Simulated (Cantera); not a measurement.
## Fluorocarbon and chlorocarbon gases: C2F6 + F2 + H2

Feed: 1 mol C2F6, 0.05 mol F2, 0.76 mol H2, at 1225 K and 20.0 Pa.

These are equilibrium values from Cantera (NASA tables, ideal gas, pure condensed phases), not measurements of a reactor. Candidate condensed phases: C, C6H6, C7H8, C8H18; 95 gas species. The feed counts by its element totals alone. Gases not in the tables: C2F6 and larger saturated fluorocarbons. The numbers say what is thermodynamically allowed, not how fast it happens.

```yaml
x(HF): 0.570
x(CF4): 0.430
x(CF2): 1.27e-5
x(F): 3.19e-6
x(CF3): 2.34e-6
n(C(graphite)): 0.855 mol
gas_amount: 2.665 mol
```
